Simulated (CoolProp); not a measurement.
Vapour-liquid equilibrium of C2F6 (R116) (1) + propylene (2) at 8.22 bar; x and y are mole fractions of (1).

The numbers come from the multi-fluid Helmholtz-energy mixture model, Lemmon 2006 and Lemmon 2013; pair parameters Bell 2016 in CoolProp.

| x | bubble temperature, mixture model (K) | bubble temperature, Raoult's law (K) | y, mixture model | y, Raoult's law |
|---|---|---|---|---|
| 0.05 | 270.4 | 281.6 | 0.336 | 0.139 |
| 0.2 | 252.2 | 272.6 | 0.648 | 0.442 |
| 0.35 | 248.4 | 265.4 | 0.705 | 0.636 |
| 0.5 | 247.0 | 259.5 | 0.732 | 0.769 |
| 0.65 | 245.8 | 254.5 | 0.766 | 0.863 |
| 0.8 | 244.9 | 250.3 | 0.827 | 0.933 |
| 0.95 | 245.0 | 246.6 | 0.941 | 0.985 |

The largest gap from Raoult's law is -20.4 K in bubble temperature, at x = 0.2. y crosses x between x = 0.8 and 0.95: the model has an azeotrope there.

The pair parameters rest on a limited set of measurements; away from them the model extrapolates. With so large a gap from Raoult's law the liquid may split in two, which this calculation doesn't test in full.
